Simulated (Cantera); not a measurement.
## Gas activation for diamond growth

A perfectly stirred reactor is fed with CH₄ : H₂ : N₂ = 0.049 : 1 : 0.00049 (molar parts), at 13300 Pa; it is held at 1700 K, and followed from long to short residence time.

Computed with Cantera and GRI-Mech 3.0 (53 species, 325 reactions). GRI-Mech 3.0 stops at C3 and has no aromatics, soot or wall deposition, so with more carbon than oxygen in the feed, carbon stays in small species such as C2H2 where larger ones or solid carbon would form.

```
τ (s)      x CH₄   x H₂     x C₂H       x H   x C₂H₆     x HCN     x CH₂
-------  -------  -----  --------  --------  -------  --------  --------
10       0.00687  0.973   4.26e-8  0.000394  1.96e-7   1.04e-9   2.32e-8
1.6       0.0150  0.969   3.30e-8  0.000383  8.43e-7  3.22e-10   4.72e-8
0.26      0.0287  0.962   1.77e-8  0.000365  2.90e-6  8.97e-11   8.16e-8
0.042     0.0411  0.955   4.84e-9  0.000344  5.47e-6  1.78e-11   1.03e-7
0.0068    0.0457  0.953  4.67e-10  0.000289  5.13e-6  1.89e-12   8.12e-8
0.0011    0.0465  0.953  1.56e-12  0.000121  1.14e-6    <1e-12   1.51e-8
0.00018   0.0467  0.953    <1e-12   2.20e-5  2.63e-8    <1e-12  5.08e-10
```
x: mole fraction; the columns are a selection and need not sum to one.
